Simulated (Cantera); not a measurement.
Feed: 1 mol MgO, 0.65 mol CH₄, 1.3 mol H₂, equilibrated at 1302 °C and 473 Torr.

These are equilibrium values from Cantera (NASA tables, ideal gas, pure condensed phases), not measurements of a reactor. Candidate condensed phases: C, C₆H₆, C₇H₈, C₈H₁₈, H₂O, Mg, MgCO₃, MgO, Mg(OH)₂; 116 gas species. The tables' values for MgH are old estimates; treat these amounts as uncertain. Equilibrium is a limit: real reactors are often held back by kinetics, nucleation or transport.

Base state: H₂ 0.991, CO 0.00397, Mg 0.00394, CH₄ 0.00112, H 5.21e-5, MgH 3.47e-5, C₂H₂ (acetylene) 2.09e-5 (mole fractions); condensed: C(graphite) + MgO(s).

What changes in the equilibrium state with this change: MgO replaced by Ta₂O₅?


| species | before | after |
|---|---|---|
| H₂ | 0.991 | 0.847 |
| CO | 0.00397 | 0.151 |
| H₂O | 2.54e-6 | 0.00259 |
| Mg | 0.00394 | 0 |
| CO₂ | 3.51e-9 | 0.000159 |
| MgH | 3.47e-5 | 0 |
| C₂H₂ (acetylene) | 2.09e-5 | 1.81e-8 |
| C(graphite), mol | 0.637 | 0 |
| MgO(s), mol | 0.990 | 0 |
| TaC(s), mol | 0 | 0.188 |
| Ta₂O₅(s), mol | 0 | 0.906 |
Mutual solubility and eutectic melting of coexisting phases are not modelled. TaC: taken at fixed stoichiometry. Condensed phases not in the tables: Ta₂C. Further candidate phases: Ta, TaC, Ta₂O₅.
